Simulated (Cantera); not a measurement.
An isothermal, constant-pressure homogeneous reactor starts with CO : O2 : H2O : N2 = 0.0078 : 0.0021 : 0.00059 : 1 (molar parts), equivalence ratio 1.9, at 1000 K and 1.20 bar.

Computed with Cantera and GRI-Mech 3.0 (53 species, 325 reactions).

x: mole fraction; the columns are a selection and need not sum to one.

| t (s) | x CO | x O2 | x H2O | x O | x H |
|---|---|---|---|---|---|
| 0.000500 | 0.00772 | 0.00208 | 0.000584 | 9.90e-12 | <1e-12 |
| 0.00107 | 0.00772 | 0.00208 | 0.000584 | 2.03e-11 | <1e-12 |
| 0.00229 | 0.00772 | 0.00208 | 0.000584 | 3.97e-11 | <1e-12 |
| 0.00491 | 0.00772 | 0.00208 | 0.000584 | 7.15e-11 | 1.84e-12 |
| 0.0105 | 0.00772 | 0.00208 | 0.000584 | 1.13e-10 | 4.09e-12 |
| 0.0226 | 0.00772 | 0.00208 | 0.000584 | 1.65e-10 | 9.47e-12 |
| 0.0483 | 0.00772 | 0.00208 | 0.000584 | 2.87e-10 | 2.64e-11 |
| 0.103 | 0.00772 | 0.00208 | 0.000584 | 9.09e-10 | 1.15e-10 |
| 0.222 | 0.00772 | 0.00208 | 0.000584 | ___ | 1.47e-9 |
| 0.475 | 0.00770 | 0.00207 | 0.000583 | ___ | 2.72e-8 |
| 1.02 | 0.00759 | 0.00202 | 0.000581 | ___ | 3.64e-8 |
| 2.18 | 0.00730 | 0.00187 | 0.000577 | ___ | 5.57e-8 |
| 4.67 | 0.00644 | 0.00145 | 0.000569 | ___ | 1.00e-7 |
| 10.0 | 0.00431 | 0.000381 | 0.000561 | ___ | 5.18e-7 |

**Question.** Complete the blanks.

**Answer.** 
- 0.222, x O: 1.02e-8
- 0.475, x O: 1.47e-7
- 1.02, x O: 1.80e-7
- 2.18, x O: 2.32e-7
- 4.67, x O: 3.07e-7
- 10.0, x O: 5.61e-7
